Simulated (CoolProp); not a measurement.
The numbers come from the reference Helmholtz-energy equation of state, Zhou 2012 in CoolProp.

Problem. For m-xylene, give the phase and the density (kg/m³), viscosity (µPa s), Prandtl number, fugacity coefficient at 620 K and 177 bar.

Solution. 
- 620 K and 177 bar: supercritical; density 579, viscosity 88.6, Prandtl number 2.90, fugacity coefficient 0.231

Viscosity comes from a separate model (Cao 2016). Thermal conductivity comes from a separate model (Mylona 2014).
